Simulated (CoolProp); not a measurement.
The numbers come from the reference Helmholtz-energy equation of state, Leachman 2009 in CoolProp.

Task: Give the vapour pressure (bar), vapour Z, surface tension (mN/m), vapour viscosity (µPa s) of saturated normal hydrogen at 32.6 K.

Result: 
```tsv
T (K)	p (bar)	vapour Z	surface tension (mN/m)	vapour viscosity (µPa s)
32.6	12.0	0.445	0.0526	2.30
```

Viscosity comes from a separate model (Muzny 2013). Surface tension comes from a separate correlation (Mulero 2012).
